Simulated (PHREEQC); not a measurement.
Make-up at 45 °C: 0.0075 mol/kgw KOH, 9.1e-06 mol/kgw H4SiO4 and 0.00049 mol/kgw (CH3)4NCl. Closed to the air; pH follows from the charge balance.

Equilibrium calculation in PHREEQC: ion-association model, wateq4f.dat.

```yaml
pH: 11.24
ionic_strength: 0.00799 mol/kgw
total_alkalinity: 7.50 meq/kg
```

```tsv
species	molality	activity	log γ
K+	0.00750	0.00680	-0.043
OH-	0.00749	0.00679	-0.043
Cl-	0.000490	0.000444	-0.043
(CH3)4N+	0.000490	0.000445	-0.042
H3SiO4-	8.52e-6	7.73e-6	-0.042
H2SiO4-2	4.20e-7	2.89e-7	-0.163
H4SiO4	1.64e-7	1.64e-7	0.001
```

This is a speciation only: nothing precipitates in the calculation. Species that the database lacks are ignored. (CH3)4N+ isn't in the database: it is added as a free cation with an ion size of 4 Å. Constants without temperature data keep their 25 °C values here.
